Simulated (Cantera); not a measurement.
A perfectly stirred reactor is fed with H2 : O2 : N2 = 1 : 1 : 3.76 (molar parts), equivalence ratio 0.50, at 585 Torr; it is adiabatic with a 425 K inlet, and is followed from long to short residence time, starting on the burning branch (τ in s: 0.39, 0.17, 0.069, 0.029, 0.012, 0.0051, 0.0021, 0.00089, 0.00037, 0.00016, 6.5e-05).

Computed with Cantera and GRI-Mech 3.0 (53 species, 325 reactions).

One state of this run: T (K) = 1578; x H2 = 0.00740; x O2 = 0.0942; x H = 0.00589; x HO2 = 3.37e-5; x OH = 0.00682; x NO2 = 4.39e-9; x NO = 1.04e-5. x: mole fraction; the columns are a selection and need not sum to one.

Task: Which value of τ (s) does it belong to?
A. 0.17
B. 0.00016
C. 0.39
D. 0.00037

Result: D, 0.00037
